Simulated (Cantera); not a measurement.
Cantera run:

```python
import numpy as np
import cantera as ct

gas_names = """
    H HNO HNO2 HNO3 HO2 H2 H2O H2O2 N NH NH2 NH3 NH2OH NO NO2 NO3 N2 N2H2 N2H4 N2O O OH O2 O3 Ta TaO
    TaO2
""".split()
cond_names = """
    H2O(s) H2O(L) Ta(cr) Ta(L) Ta2O5(s) Ta2O5(L)
""".split()


# ... load() reads the species with a 1 bar reference pressure and builds the phases ...
atoms = {
    'Ta': {'Ta': 1},
    'N2O': {'N': 2, 'O': 1},
    'H2': {'H': 2},
}
top_T = {}  # K; cautious upper limits of use, not melting points


# ... equilibrate(T, P, feed) seeds the gas with the atoms and calls Mixture.equilibrate('TP', solver="vcs", rtol=1e-11, max_steps=5000) ...
results = []
feed = {'Ta': 1, 'N2O': 8.8, 'H2': 5.7}  # mol
P = 133.322  # Pa
for T in [800, 900, 1000, 1100, 1200, 1300, 1400, 1500, 1600, 1700, 1800]:
    mix = equilibrate(T, P, feed)
    results.append((T, P, feed, dict(zip(mix.species_names, mix.species_moles))))
    x = sorted(zip(gas.X, gas.species_names), reverse=True)
    print(f"T = {T:g} K  P = {P:g} Pa  gas = {mix.phase_moles(0):.4g} mol")
    print("   x: " + "  ".join(f"{s} {v:.3e}" for v, s in x if v > 1e-05))
    print("   condensed (mol): " + ("  ".join(f"{mix.phase(i).name} {mix.phase_moles(i):.4g}"
          for i in range(1, mix.n_phases) if mix.phase_moles(i) > 1e-12) or "none"))
```

Output:

```
T = 800 K  P = 133.322 Pa  gas = 14.8 mol
   x: N2 5.946e-01  H2O 3.851e-01  O2 2.027e-02
   condensed (mol): Ta2O5(s) 0.5
T = 900 K  P = 133.322 Pa  gas = 14.8 mol
   x: N2 5.946e-01  H2O 3.851e-01  O2 2.027e-02
   condensed (mol): Ta2O5(s) 0.5
T = 1000 K  P = 133.322 Pa  gas = 14.8 mol
   x: N2 5.946e-01  H2O 3.851e-01  O2 2.027e-02
   condensed (mol): Ta2O5(s) 0.5
T = 1100 K  P = 133.322 Pa  gas = 14.8 mol
   x: N2 5.946e-01  H2O 3.851e-01  O2 2.026e-02  NO 2.293e-05
   condensed (mol): Ta2O5(s) 0.5
T = 1200 K  P = 133.322 Pa  gas = 14.8 mol
   x: N2 5.946e-01  H2O 3.851e-01  O2 2.024e-02  NO 5.274e-05  OH 1.713e-05
   condensed (mol): Ta2O5(s) 0.5
T = 1300 K  P = 133.322 Pa  gas = 14.8 mol
   x: N2 5.945e-01  H2O 3.851e-01  O2 2.020e-02  NO 1.067e-04  OH 6.004e-05
   condensed (mol): Ta2O5(s) 0.5
T = 1400 K  P = 133.322 Pa  gas = 14.8 mol
   x: N2 5.945e-01  H2O 3.850e-01  O2 2.014e-02  NO 1.949e-04  OH 1.759e-04  H2 3.357e-05
   condensed (mol): Ta2O5(s) 0.5
T = 1500 K  P = 133.322 Pa  gas = 14.8 mol
   x: N2 5.943e-01  H2O 3.847e-01  O2 2.005e-02  OH 4.464e-04  NO 3.284e-04  H2 1.407e-04  O 1.573e-05
   condensed (mol): Ta2O5(s) 0.5
T = 1600 K  P = 133.322 Pa  gas = 14.81 mol
   x: N2 5.940e-01  H2O 3.839e-01  O2 1.997e-02  OH 1.008e-03  NO 5.183e-04  H2 4.935e-04  O 5.614e-05  H 3.308e-05
   condensed (mol): Ta2O5(s) 0.5
T = 1700 K  P = 133.322 Pa  gas = 14.82 mol
   x: N2 5.933e-01  H2O 3.820e-01  O2 2.003e-02  OH 2.067e-03  H2 1.485e-03  NO 7.774e-04  O 1.733e-04  H 1.555e-04
   condensed (mol): Ta2O5(s) 0.5
T = 1800 K  P = 133.322 Pa  gas = 14.85 mol
   x: N2 5.919e-01  H2O 3.776e-01  O2 2.051e-02  OH 3.921e-03  H2 3.889e-03  NO 1.126e-03  H 6.115e-04  O 4.773e-04
   condensed (mol): Ta2O5(s) 0.5
```

Method: chemical equilibrium by Gibbs-energy minimisation in Cantera with the NASA 1993 tables (ideal gas, pure condensed phases).
